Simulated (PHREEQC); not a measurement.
1 kg of water holding 0.18 mol/kgw NaCl, 0.14 mol/kgw KCl, 0.08 mol/kgw MgCl2, 0.48 mol/kgw LiCl and 0.15 mol/kgw MgSO4 is evaporated at 25 °C; the solids stay in contact with the brine. The system is closed to CO2. The run lets Arcanite, Bischofite, Bloedite, Brucite, Carnallite, Epsomite, Glaserite, Halite, Hexahydrite, Kainite, Kieserite, Leonite, Mirabilite, Misenite, Schoenite, Sylvite, Thenardite, MgCl2_4H2O precipitate or redissolve, and no other solid.

The numbers come from PHREEQC with the Pitzer model, pitzer.dat.

| water left (kg) | ionic strength | water activity | Li in solution (mol/kgw) | K in solution (mol/kgw) |
|---|---|---|---|---|
| 1 | 1.64 | 0.965 | 0.480 | 0.140 |
| 0.8219 | 2.00 | 0.956 | 0.584 | 0.170 |
| 0.6755 | 2.43 | 0.945 | 0.711 | 0.207 |
| 0.5552 | 2.95 | ___ | 0.865 | 0.252 |
| 0.4563 | 3.59 | ___ | 1.05 | 0.307 |
| 0.375 | 4.37 | ___ | 1.28 | 0.373 |
| 0.3082 | 5.32 | ___ | 1.56 | 0.454 |
| 0.2533 | 6.47 | 0.814 | 1.89 | 0.553 |

Task: Fill in the missing entries.

Result: 
- 0.5552, water activity: 0.931
- 0.4563, water activity: 0.913
- 0.375, water activity: 0.889
- 0.3082, water activity: 0.856

Species that the database lacks are ignored.
